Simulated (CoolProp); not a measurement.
Vapour-liquid equilibrium of carbon dioxide (1) + R142b (2) at 263.8 K; x and y are mole fractions of (1).

Values from CoolProp's multi-fluid Helmholtz-energy mixture model, Span 1996 and Lemmon 2006; pair parameters Bell 2016.

| x | bubble pressure, mixture model (MPa) | bubble pressure, Raoult's law (MPa) | y, mixture model | y, Raoult's law |
|---|---|---|---|---|
| 0.05 | 0.1997 | 0.2303 | ___ | 0.586 |
| 0.2 | 0.5481 | 0.6199 | 0.836 | 0.870 |
| 0.35 | 0.9339 | 1.010 | 0.914 | 0.935 |
| 0.5 | 1.322 | 1.399 | 0.947 | 0.964 |
| 0.65 | ___ | 1.789 | ___ | 0.980 |
| 0.8 | 2.090 | 2.179 | 0.981 | 0.991 |
| 0.95 | 2.530 | 2.568 | ___ | 0.998 |

Task: Complete the blanks.

Result: 
- 0.05, y, mixture model: 0.508
- 0.65, bubble pressure, mixture model (MPa): 1.701
- 0.65, y, mixture model: 0.966
- 0.95, y, mixture model: 0.995

The largest gap from Raoult's law is -13.3 % in bubble pressure, at x = 0.05. No azeotrope shows between x = 0.05 and 0.95.

Pair parameters are fitted to limited data, so mixtures are less certain than the pure fluids.
